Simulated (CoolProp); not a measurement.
Model: reference Helmholtz-energy equation of state, Guder 2009, in CoolProp.

### Question
For sulfur hexafluoride, give the phase and the cp (kJ/(kg K)), viscosity (µPa s) at 48.15 °C and 0.0767 MPa.

### Answer
- 48.15 °C and 0.0767 MPa: gas; cp 0.703, viscosity 16.3

Viscosity comes from a separate model (Quiñones-Cisneros 2012).
